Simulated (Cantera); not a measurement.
A perfectly stirred reactor is fed with 0.585 % CH4, 99.4 % N2, at 1.38 atm; it is held at 1648 K, and followed from long to short residence time.

Computed with Cantera and GRI-Mech 3.0 (53 species, 325 reactions). GRI-Mech 3.0 stops at C3 and has no aromatics, soot or wall deposition, so with more carbon than oxygen in the feed, carbon stays in small species such as C2H2 where larger ones or solid carbon would form.

x: mole fraction; the columns are a selection and need not sum to one.

```tsv
τ (s)	x CH4	x C2H	x C2H2	x H	x H2	x CH3
0.78	0.00114	8.48e-9	0.00232	5.92e-6	0.00699	1.92e-5
0.46	0.00143	8.04e-9	0.00217	5.62e-6	0.00654	2.43e-5
0.27	0.00178	7.52e-9	0.00198	5.28e-6	0.00601	3.06e-5
0.16	0.00217	6.91e-9	0.00177	4.88e-6	0.00540	3.80e-5
0.090	0.00266	6.13e-9	0.00150	___	0.00465	4.74e-5
0.053	0.00313	5.31e-9	0.00124	___	0.00390	5.72e-5
0.031	0.00363	4.40e-9	0.000953	___	0.00312	6.79e-5
0.018	0.00411	3.39e-9	0.000668	___	0.00234	7.87e-5
0.010	0.00461	2.27e-9	0.000391	___	0.00156	8.86e-5
0.0061	0.00499	1.39e-9	0.000206	___	0.000994	9.28e-5
0.0036	0.00534	6.56e-10	7.89e-5	___	0.000526	8.97e-5
```

### Question
Some entries are withheld; supply them.

### Answer

- 0.090, x H: 4.38e-6
- 0.053, x H: 3.88e-6
- 0.031, x H: 3.33e-6
- 0.018, x H: 2.75e-6
- 0.010, x H: 2.10e-6
- 0.0061, x H: 1.55e-6
- 0.0036, x H: 1.02e-6
